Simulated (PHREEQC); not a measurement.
Dissolve 180 mmol/kgw NaCl and 0.29 mmol/kgw Na2HPO4 at 89 °C. Closed to the air; pH follows from the charge balance.

Equilibrium calculation in PHREEQC: ion-association model, wateq4f.dat.

```yaml
pH: 7.66
ionic_strength: 0.181 mol/kgw
activity_of_water: 0.994
total_alkalinity: 0.290 meq/kg
```

```
species  molality  activity   log γ
-------  --------  --------  ------
Na+         0.181     0.130  -0.144
Cl-         0.180     0.124  -0.162
HPO4-2   0.000244   6.47e-5  -0.576
H2PO4-    2.36e-5   1.71e-5  -0.139
OH-       2.35e-5   1.61e-5  -0.165
NaHPO4-   2.25e-5   1.64e-5  -0.139
PO4-3     7.51e-8   3.79e-9  -1.297
H+        2.83e-8   2.20e-8  -0.108
```

This is a speciation only: nothing precipitates in the calculation. Complexes and solids missing from the database can't appear. H3PO4, which wateq4f.dat lacks, is added to it with the constant of phreeqc.dat. Constants without temperature data keep their 25 °C values here.
